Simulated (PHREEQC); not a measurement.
A solution holds 0.0037 mol/kgw CuCl2, 0.002 mol/kgw HNO3 and 0.18 mol/kgw NaCl, at 25 °C. Closed to the air; pH follows from the charge balance.

The numbers come from PHREEQC with the ion-association model, phreeqc.dat.

No solid was allowed to form.

Order these Cu species by the share of Cu that they hold, largest first: Cu+2, CuCl2, CuCl+.

Cu+2 (85 %), CuCl+ (14 %), CuCl2 (0.70 %)

The pH is 2.80 and the ionic strength 0.192 mol/kgw. Species that the database lacks are ignored.
